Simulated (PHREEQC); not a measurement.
Acid rinse or clean

Make-up at 53 °C: 0.013 mol/kgw HNO3, 0.065 mol/kgw NaCl and 0.1 mol/kgw CuCl2. Closed to the air; pH follows from the charge balance.

Equilibrium calculation in PHREEQC: ion-association model, phreeqc.dat.

No solid was allowed to form.

Question: What pH, ionic strength, density does the model give?

Answer: pH 2.00; ionic strength 0.299 mol/kgw; density 1.001 g/cm³.

Question: In which forms is Cu present?

Answer: Cu+2 62 %, CuCl+ 36 %, CuCl2 2.4 % of the Cu.

At this temperature some constants are extrapolated from 25 °C, and those without enthalpy data are left unchanged.
